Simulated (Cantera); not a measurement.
An isothermal, constant-pressure homogeneous reactor starts with H2 : O2 = 0.011 : 1 (molar parts), equivalence ratio 0.0055, at 1473 K and 10.00 Torr. Integrator tolerance rtol = 1e-08.

Model: GRI-Mech 3.0 (53 species, 325 reactions), integrated in Cantera. Radical loss at walls, strong at low pressure, is not modelled.

**Question.** What does this change do: pressure from 10.00 Torr to 1.50 Torr?

**Answer.** 
| quantity | before | after |
|---|---|---|
| x(H2) at 30.0 s | 1.48e-7 (gas-phase equilibrium 1.25e-7) | 1.72e-5 (gas-phase equilibrium 3.22e-7) |
| x(O2) at 30.0 s | 0.989 (gas-phase equilibrium 0.989) | 0.985 (gas-phase equilibrium 0.989) |
| x(HO2) at 30.0 s | 5.39e-8 (gas-phase equilibrium 5.72e-8) | 3.37e-8 (gas-phase equilibrium 3.55e-8) |
| x(H2O) at 30.0 s | 0.0109 (gas-phase equilibrium 0.0109) | 0.0103 (gas-phase equilibrium 0.0109) |
| x(H2O2) at 30.0 s | 2.42e-10 (gas-phase equilibrium 2.22e-10) | 7.86e-10 (gas-phase equilibrium 8.57e-11) |
| x(O) at 30.0 s | 2.86e-5 (gas-phase equilibrium 2.42e-5) | 0.00349 (gas-phase equilibrium 6.25e-5) |
